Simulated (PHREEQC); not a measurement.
Solution (6 °C and 500 atm): 0.7 mol/kgw KCl and 0.095 mol/kgw K2SO4. Closed to the air; pH follows from the charge balance.

All values are PHREEQC results (Pitzer model, pitzer.dat), not measurements.

The ionic strength is 0.985 mol/kgw, the activity of water is 0.974 and the density is 1.066 g/cm³. The osmotic coefficient is 0.854.

```csv
species,molality,activity,log γ
K+,0.890,0.511,-0.241
Cl-,0.700,0.419,-0.223
SO4-2,0.0950,0.00787,-1.082
OH-,9.02e-8,6.33e-8,-0.154
H+,6.14e-8,4.52e-8,-0.133
HSO4-,2.89e-8,1.58e-8,-0.261
```

This is a speciation only: nothing precipitates in the calculation. Under pressure, the constants of complexes without a molar volume in the database are unreliable. Constants without temperature data keep their 25 °C values here.
